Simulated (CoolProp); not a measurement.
Model: reference Helmholtz-energy equation of state, Lemmon 2016, in CoolProp.

Problem. Give the vapour pressure (MPa), liquid density (kg/m³), vapour density (kg/m³), enthalpy of vaporisation (kJ/kg) of saturated R115 at -21.25, -14.95 °C.

Solution. 
| T (°C) | p (MPa) | liquid density (kg/m³) | vapour density (kg/m³) | enthalpy of vaporisation (kJ/kg) |
|---|---|---|---|---|
| -21.25 | 0.212 | 1480 | 16.9 | 118 |
| -14.95 | 0.267 | 1460 | 21.0 | 115 |
